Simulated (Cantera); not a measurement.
Cantera run:

```python
import numpy as np
import cantera as ct

gas_names = """
    C CO CO2 C2 C2O C3 C3O2 C4 C5 O O2 O3
""".split()
cond_names = """
    C(gr)
""".split()


def load(file, names, dense=False):
    # The tables refer to 1 bar. Condensed volumes are neglected.
    table = {s.name: s for s in ct.Species.list_from_file(file)}
    out = []
    for n in names:
        d = dict(table[n].input_data)
        d["thermo"] = dict(d["thermo"], **{"reference-pressure": 1e5})
        if dense:
            d["equation-of-state"] = {"model": "constant-volume", "density": "1e6 g/cm^3"}
        out.append(ct.Species.from_dict(d))
    return out


gas = ct.Solution(thermo="ideal-gas", species=load("nasa_gas.yaml", gas_names))
cond = {s.name: ct.Solution(thermo="fixed-stoichiometry", species=[s], name=s.name)
        for s in load("nasa_condensed.yaml", cond_names, dense=True)}
atoms = {
    'CO': {'C': 1, 'O': 1},
    'O2': {'O': 2},
}
top_T = {'C(gr)': 4500}  # K; cautious upper limits of use, not melting points


def equilibrate(T, P, feed):
    n = {}
    for name, mol in feed.items():
        for a, k in atoms[name].items():
            n[a] = n.get(a, 0.0) + k * mol
    gas.TPX = T, P, n
    mass = sum(n.values()) * gas.mean_molecular_weight
    gas.equilibrate("TP")
    valid = [c for c in cond.values() if c.min_temp <= T <= top_T.get(c.name, c.max_temp)]
    mix = ct.Mixture([(gas, mass / gas.mean_molecular_weight)] + [(c, 0.0) for c in valid])
    mix.T, mix.P = T, P
    mix.equilibrate("TP", solver="vcs", rtol=1e-11, max_steps=5000)
    return mix


results = []
feed = {'CO': 1, 'O2': 0.026}  # mol
T = 1973.15  # K
P = 10000  # Pa
mix = equilibrate(T, P, feed)
results.append((T, P, feed, dict(zip(mix.species_names, mix.species_moles))))
x = sorted(zip(gas.X, gas.species_names), reverse=True)
print(f"T = {T:g} K  P = {P:g} Pa  gas = {mix.phase_moles(0):.4g} mol")
print("   x: " + "  ".join(f"{s} {v:.3e}" for v, s in x if v > 1e-06))
print("   condensed (mol): " + ("  ".join(f"{mix.phase(i).name} {mix.phase_moles(i):.4g}"
      for i in range(1, mix.n_phases) if mix.phase_moles(i) > 1e-12) or "none"))
```

Output:

```
T = 1973.15 K  P = 10000 Pa  gas = 1 mol
   x: CO 9.480e-01  CO2 5.200e-02
   condensed (mol): none
```

These are equilibrium values from Cantera (NASA tables, ideal gas, pure condensed phases), not measurements of a reactor.
